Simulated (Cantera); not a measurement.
**Ignition delay**

Mixture: 9.75 % CO, 1.85 % H₂, 13.8 % O₂, 74.6 % N₂, equivalence ratio 0.42, at 130000 Pa, adiabatic and at constant pressure. Ignition delay is the time to a rise of 400 K.

Detailed kinetics in Cantera: GRI-Mech 3.0 (53 species, 325 reactions). Where the delays flatten at high temperature, the 400 K rule measures the pace of heat release, not the induction time.

| T0 (K) | delay (ms) |
|---|---|
| 1175 | 0.213 |
| 1250 | 0.169 |
| 1325 | 0.146 |
| 1400 | 0.136 |
| 1475 | 0.133 |
| 1550 | 0.136 |
| 1625 | 0.144 |
| 1700 | 0.156 |
| 1775 | 0.173 |
| 1850 | 0.194 |
